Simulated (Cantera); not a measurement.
What does this Cantera script print?

```python
import numpy as np
import cantera as ct

gas_names = """
    CL CL2 H HCL H2 Li LiCL LiH Li2 Li2CL2 Li3CL3
""".split()
cond_names = """
    Li(cr) Li(L) LiCL(s) LiCL(L) LiH(s) LiH(L)
""".split()


# ... load() reads the species with a 1 bar reference pressure and builds the phases ...
atoms = {
    'LiCl': {'Li': 1, 'CL': 1},
    'H2': {'H': 2},
}
top_T = {}  # K; cautious upper limits of use, not melting points


# ... equilibrate(T, P, feed) seeds the gas with the atoms and calls Mixture.equilibrate('TP', solver="vcs", rtol=1e-11, max_steps=5000) ...
results = []
T = 2150  # K
P = 2700  # Pa
for m in [0.12, 0.2, 0.35, 0.62, 1.1, 1.9, 3.3, 5.7, 10, 17, 31, 53]:
    feed = {'LiCl': 1, 'H2': m}  # mol
    mix = equilibrate(T, P, feed)
    results.append((T, P, feed, dict(zip(mix.species_names, mix.species_moles))))
    x = sorted(zip(gas.X, gas.species_names), reverse=True)
    print(f"T = {T:g} K  P = {P:g} Pa  n(H2) = {m:g} mol  gas = {mix.phase_moles(0):.4g} mol")
    print("   x: " + "  ".join(f"{s} {v:.3e}" for v, s in x if v > 0.001))
    print("   condensed (mol): " + ("  ".join(f"{mix.phase(i).name} {mix.phase_moles(i):.4g}"
          for i in range(1, mix.n_phases) if mix.phase_moles(i) > 1e-12) or "none"))
```

Result:

```
T = 2150 K  P = 2700 Pa  n(H2) = 0.12 mol  gas = 1.133 mol
   x: LiCL 8.670e-01  H2 9.495e-02  Li 1.482e-02  HCL 1.400e-02  H 7.909e-03
   condensed (mol): none
T = 2150 K  P = 2700 Pa  n(H2) = 0.2 mol  gas = 1.216 mol
   x: LiCL 8.058e-01  H2 1.518e-01  Li 1.597e-02  HCL 1.527e-02  H 1.000e-02
   condensed (mol): none
T = 2150 K  P = 2700 Pa  n(H2) = 0.35 mol  gas = 1.37 mol
   x: LiCL 7.125e-01  H2 2.410e-01  Li 1.677e-02  HCL 1.620e-02  H 1.260e-02
   condensed (mol): none
T = 2150 K  P = 2700 Pa  n(H2) = 0.62 mol  gas = 1.647 mol
   x: LiCL 5.901e-01  H2 3.606e-01  Li 1.681e-02  HCL 1.637e-02  H 1.541e-02
   condensed (mol): none
T = 2150 K  P = 2700 Pa  n(H2) = 1.1 mol  gas = 2.137 mol
   x: H2 4.980e-01  LiCL 4.519e-01  H 1.811e-02  Li 1.591e-02  HCL 1.556e-02
   condensed (mol): none
T = 2150 K  P = 2700 Pa  n(H2) = 1.9 mol  gas = 2.951 mol
   x: H2 6.266e-01  LiCL 3.244e-01  H 2.032e-02  Li 1.425e-02  HCL 1.399e-02
   condensed (mol): none
T = 2150 K  P = 2700 Pa  n(H2) = 3.3 mol  gas = 4.375 mol
   x: H2 7.372e-01  LiCL 2.163e-01  H 2.204e-02  Li 1.211e-02  HCL 1.191e-02
   condensed (mol): none
T = 2150 K  P = 2700 Pa  n(H2) = 5.7 mol  gas = 6.813 mol
   x: H2 8.201e-01  LiCL 1.368e-01  H 2.324e-02  Li 9.882e-03  HCL 9.736e-03
   condensed (mol): none
T = 2150 K  P = 2700 Pa  n(H2) = 10 mol  gas = 11.18 mol
   x: H2 8.787e-01  LiCL 8.164e-02  H 2.406e-02  Li 7.763e-03  HCL 7.655e-03
   condensed (mol): none
T = 2150 K  P = 2700 Pa  n(H2) = 17 mol  gas = 18.28 mol
   x: H2 9.147e-01  LiCL 4.861e-02  H 2.455e-02  Li 6.049e-03  HCL 5.968e-03
   condensed (mol): none
T = 2150 K  P = 2700 Pa  n(H2) = 31 mol  gas = 32.48 mol
   x: H2 9.398e-01  LiCL 2.628e-02  H 2.488e-02  Li 4.478e-03  HCL 4.419e-03
   condensed (mol): none
T = 2150 K  P = 2700 Pa  n(H2) = 53 mol  gas = 54.78 mol
   x: H2 9.533e-01  H 2.506e-02  LiCL 1.486e-02  Li 3.378e-03  HCL 3.335e-03
   condensed (mol): none
```

These are equilibrium values from Cantera (NASA tables, ideal gas, pure condensed phases), not measurements of a reactor.
